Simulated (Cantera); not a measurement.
Gas mixture: H2O = 0.055 (molar parts), at 1.00 bar, frozen composition.

Cantera's kinetic-theory transport with the Lennard-Jones parameters of GRI-Mech 3.0, ideal gas; thermal conductivity in the mixture-averaged form. Polar gases are described roughly by these parameters.

One state of this run: ρ (kg/m³) = 0.271; cp (J/kg/K) = 2150; μ (µPa s) = 29.0; λ (mW/m/K) = 87.3; Pr = 0.714; D (cm²/s) H2O = 0.000; D (cm²/s) NH3 = 1.45; D (cm²/s) O = 2.27. D: mixture-averaged diffusion coefficient of that species in the mixture.

Which value of T (K) does it belong to?
(A) 1100
(B) 500
(C) 800
(D) 900

C, 800
